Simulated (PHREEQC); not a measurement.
Dissolve 1.2 mmol/kgw HF, 15 mmol/kgw H2SiF6 and 93 mmol/kgw H3PO4 at 25 °C. Closed to the air; pH follows from the charge balance.

Equilibrium calculation in PHREEQC: ion-association model, phreeqc.dat.

No solid was allowed to form.

What pH does the model give?

pH 1.42.

In which forms is F present?

SiF6-2 93 %, HF 7.0 % of the F.

The solution is supersaturated, for example in Quartz (slow to form), Chalcedony (slow to form), so a real one may precipitate; this is no full list. Complexes and solids missing from the database can't appear. SiF6-2 is the database's only silicon fluoride.
